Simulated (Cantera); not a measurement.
Input: 1 mol Si3H8, 0.026 mol HCl, 71 mol N2, 0.0057 mol Cl2, at 825 K and 0.133 bar.

Cantera equilibrium calculation (NASA polynomials, part measured and part estimated; ideal gas, pure solids and liquids). Candidate condensed phases: NH4Cl, Si, Si3N4; 28 gas species. The feed counts by its element totals alone. N2 is the only nitrogen source here; it is nearly inert below about 1500 K, so the nitride shown seldom forms there in practice. Kinetics and transport are ignored.

Base state: N2 0.945, H2 0.0547, HCl 0.000512 (mole fractions); condensed: Si3N4(s).

Problem. What changes in the equilibrium state with this change: Si3H8 replaced by SiH4?

Solution. 
```tsv
species	before	after
N2	0.945	0.972
H2	0.0547	0.0276
HCl	0.000512	0.000517
Si3N4(s), mol	1.00	0.333
```
